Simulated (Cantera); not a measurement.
Charge: 1 mol Si₂H₆, 0.14 mol HCl, 29 mol N₂, 0.046 mol Cl₂, at 1323.15 K and 1.65 Torr.

Cantera equilibrium calculation (NASA polynomials, part measured and part estimated; ideal gas, pure solids and liquids). Candidate condensed phases: NH₄Cl, Si, Si₃N₄; 28 gas species. The feed counts by its element totals alone. N₂ is the only nitrogen source here; it is nearly inert below about 1500 K, so the nitride shown seldom forms there in practice. The numbers say what is thermodynamically allowed, not how fast it happens.

Base state: N₂ 0.897, H₂ 0.0957, HCl 0.00750, H 1.05e-5 (mole fractions); condensed: Si₃N₄(s).

What changes in the equilibrium state with this change: Cl₂ from 0.046 to 0.85 mol?


```
species         before     after
-------------  -------  --------
N₂               0.897     0.874
H₂              0.0957    0.0688
HCl            0.00750    0.0562
SiCl₂          9.56e-6  0.000760
SiCl₄          5.61e-9   3.49e-5
SiCl₃          9.90e-8   6.96e-5
Si₃N₄(s), mol    0.667     0.658
```
The tables' values for SiCl₃ are old estimates; treat these amounts as uncertain.
